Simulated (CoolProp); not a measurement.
R125 at 293.15 K and 1.93 MPa flows at 0.11 m/s in a round tube of 10 mm bore and 1.5 µm roughness, fully developed (64/Re and Nu = 3.66 if laminar; Colebrook and Gnielinski if turbulent). Each further row changes one setting.

Computed with CoolProp (reference Helmholtz-energy equation of state, Lemmon 2005).

```
case               Reynolds number  Darcy friction factor  pressure drop (Pa/m)  heat-transfer coefficient (W/(m² K))  mass flow (kg/h)
-----------------  ---------------  ---------------------  --------------------  ------------------------------------  ----------------
as stated                     8650                 0.0323                  24.0                                   323              38.2
velocity 0.22 m/s            17300                 0.0271                  80.6                                   603              76.4
diameter 20 mm               17300                 0.0270                  10.0                                   300               153
```

Viscosity comes from a separate model (Huber 2006). Thermal conductivity comes from a separate model (Perkins 2006).
